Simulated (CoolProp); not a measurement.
Vapour-liquid equilibrium of propane (1) + isopentane (2) at -58.45 °C; x and y are mole fractions of (1).

The numbers come from the multi-fluid Helmholtz-energy mixture model, Lemmon 2009 and Lemmon 2006; pair parameters Kunz 2012 in CoolProp.

```
x      bubble pressure, mixture model (bar)  bubble pressure, Raoult's law (bar)  y, mixture model  y, Raoult's law
-----  ------------------------------------  -----------------------------------  ----------------  ---------------
0.05                                0.04724                              0.03459             0.757            0.669
0.125                               0.09219                              0.06843             0.884            0.846
0.2                                  0.1307                               0.1023             0.923            0.906
0.275                                0.1651                               0.1361             0.944            0.936
0.35                                 0.1969                               0.1699             0.957            0.954
0.425                                0.2274                               0.2038             0.966            0.966
0.5                                  0.2571                               0.2376             0.973            0.975
0.575                                0.2867                               0.2714             0.979            0.981
0.65                                 0.3164                               0.3052             0.983            0.986
0.725                                0.3464                               0.3391             0.988            0.990
0.8                                  0.3770                               0.3729             0.991            0.994
0.875                                0.4083                               0.4067             0.995            0.996
0.95                                 0.4407                               0.4406             0.998            0.999
```

The largest gap from Raoult's law is +36.6 % in bubble pressure, at x = 0.05. No azeotrope shows between x = 0.05 and 0.95.

The pair parameters rest on a limited set of measurements; away from them the model extrapolates.
